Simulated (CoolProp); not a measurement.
Model: reference Helmholtz-energy equation of state, Platzer 1990, in CoolProp. This equation is an older, rougher fit.

**Question.** For c-C4F8 (RC318), give the phase and the density (kg/m³), cv (kJ/(kg K)), viscosity (µPa s), conductivity (mW/(m K)) at 426.9 K and 9.08 bar.

**Answer.** 
- 426.9 K and 9.08 bar: gas; density 55.7, cv 0.925, viscosity 16.9, conductivity 21.7

Viscosity comes from a separate model (Huber 2003), an estimate that may be off by 10 % or more. Thermal conductivity comes from a separate model (Huber 2003), an estimate that may be off by 10 % or more.
